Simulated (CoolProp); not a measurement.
The fluid at 298.15 K and 6.6 MPa flows at 0.29 m/s in a round tube of 10 mm bore and 1.5 µm roughness, fully developed (64/Re and Nu = 3.66 if laminar; Colebrook and Gnielinski if turbulent). The same conditions are run with several fluids, on thermodynamics alone (safety and materials aside).

The numbers come from the reference Helmholtz-energy equation of state of each fluid (R236FA: Pan 2012; R407C: Lemmon 2003; R141b: Lemmon 2006) in CoolProp. Blends and air are pseudo-pure fits.

Problem. Rank R236FA, R407C, R141b by Reynolds number, highest first.

Solution. R407C (20200), R236FA (12600), R141b (8260)

```
fluid   Darcy friction factor  pressure drop (Pa/m)  heat-transfer coefficient (W/(m² K))  mass flow (kg/h)
------  ---------------------  --------------------  ------------------------------------  ----------------
R236FA                 0.0294                   171                                   658               114
R407C                  0.0262                   129                                   901              96.2
R141b                  0.0327                   172                                   556               102
```

Transport values come from each fluid's own correlations; those of R236FA, R141b are estimates that may be off by 10 % or more.
